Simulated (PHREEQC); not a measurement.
FeCl3 is added in steps, without added water, to 1 kg of water holding 0.28 mol/kgw H2SO4, 0.00024 mol/kgw ZnSO4 and 5.2e-05 mol/kgw MnSO4, at 45 °C. No oxygen is let in. No CO2 enters from the air. Solids allowed: Hematite, Pyrochroite, Zn(OH)2(e). Others were left out.

Base run: PHREEQC, ion-association model, phreeqc.dat. Each further column changes one thing. The table gives FeCl+2 (mol/kgw).

| FeCl3 added (mol) | base | ZnSO4 from 0.00024 to 0.000264 mol/kgw | temperature from 45 to 20 °C | ZnSO4 from 0.00024 to 0.00048 mol/kgw | no solid may form |
|---|---|---|---|---|---|
| 0 | 0 | 0 | 0 | 0 | 0 |
| 0.07 | 0.00264 | 0.00264 | 0.00416 | 0.00264 | 0.00779 |
| 0.14 | 0.0117 | 0.0117 | 0.0158 | 0.0117 | 0.0327 |
| 0.21 | 0.0293 | 0.0293 | 0.0348 | 0.0292 | 0.0702 |
| 0.28 | 0.0546 | 0.0546 | 0.0593 | 0.0545 | 0.114 |
| 0.35 | 0.0858 | 0.0858 | 0.0870 | 0.0857 | 0.160 |
| 0.42 | 0.121 | 0.121 | 0.116 | 0.121 | 0.207 |

The ionic strength passes 0.7 mol/kgw, the rough limit of the ion-association models, in part of: base; ZnSO4 from 0.00024 to 0.000264 mol/kgw; temperature from 45 to 20 °C; ZnSO4 from 0.00024 to 0.00048 mol/kgw; no solid may form. At this temperature some constants are extrapolated from 25 °C, and those without enthalpy data are left unchanged. In at least one series the solution becomes supersaturated in solids that the run did not let form, among them Hematite.
